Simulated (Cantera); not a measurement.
Input: 1 mol CaCO₃, 0.26 mol C, 0.012 mol H₂, equilibrated at 0.143 Torr.

These are equilibrium values from Cantera (NASA tables, ideal gas, pure condensed phases), not measurements of a reactor. Candidate condensed phases: C, C₆H₆, C₇H₈, C₈H₁₈, Ca, CaCO₃, CaO, Ca(OH)₂, H₂O; 115 gas species. Equilibrium is a limit: real reactors are often held back by kinetics, nucleation or transport. All values below are at 948 K.

Base state: CO₂ 0.578, CO 0.413, H₂ 0.00532, H₂O 0.00411 (mole fractions); condensed: CaO(s).

### Question
What changes in the equilibrium state with this change: C from 0.26 to 0.58 mol?

### Answer
```
species       before    after
-----------  -------  -------
CO             0.413    0.730
CO₂            0.578    0.263
H₂           0.00532  0.00629
H₂O          0.00411  0.00125
CaO(s), mol     1.00     1.00
```
